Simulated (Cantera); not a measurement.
A perfectly stirred reactor is fed with CH4 : N2 = 1 : 120 (molar parts), at 100.0 Torr; it is held at 1775 K, and followed from long to short residence time.

Detailed kinetics in Cantera: GRI-Mech 3.0 (53 species, 325 reactions). GRI-Mech 3.0 stops at C3 and has no aromatics, soot or wall deposition, so with more carbon than oxygen in the feed, carbon stays in small species such as C2H2 where larger ones or solid carbon would form.

x: mole fraction; the columns are a selection and need not sum to one.

| τ (s) | x CH4 | x CH2 | x C2H | x C2H2 | x H2 | x CH3 | x HCN |
|---|---|---|---|---|---|---|---|
| 1.9 | 0.000423 | 2.64e-7 | 1.66e-7 | 0.00379 | 0.0116 | 4.66e-5 | (withheld) |
| 0.64 | 0.000818 | 3.91e-7 | 1.44e-7 | 0.00361 | 0.0110 | 8.03e-5 | (withheld) |
| 0.22 | 0.00154 | 5.37e-7 | 1.17e-7 | 0.00322 | 0.00981 | 0.000133 | (withheld) |
| 0.072 | 0.00286 | 6.80e-7 | 8.31e-8 | 0.00248 | 0.00772 | 0.000212 | (withheld) |
| 0.024 | 0.00476 | 7.25e-7 | 4.62e-8 | 0.00139 | 0.00471 | 0.000297 | (withheld) |
| 0.0080 | 0.00689 | 5.11e-7 | 1.28e-8 | 0.000331 | 0.00154 | 0.000304 | (withheld) |
| 0.0027 | 0.00800 | 1.52e-7 | 1.02e-9 | 1.50e-5 | 0.000192 | 0.000162 | (withheld) |
| 0.00090 | 0.00820 | 2.62e-8 | 2.12e-11 | 2.41e-7 | 3.25e-5 | 5.72e-5 | 1.58e-10 |

Problem. Complete the blanks.

Solution. 
- 1.9, x HCN: 0.000137
- 0.64, x HCN: 5.83e-5
- 0.22, x HCN: 2.25e-5
- 0.072, x HCN: 7.03e-6
- 0.024, x HCN: 1.59e-6
- 0.0080, x HCN: 1.51e-7
- 0.0027, x HCN: 4.12e-9
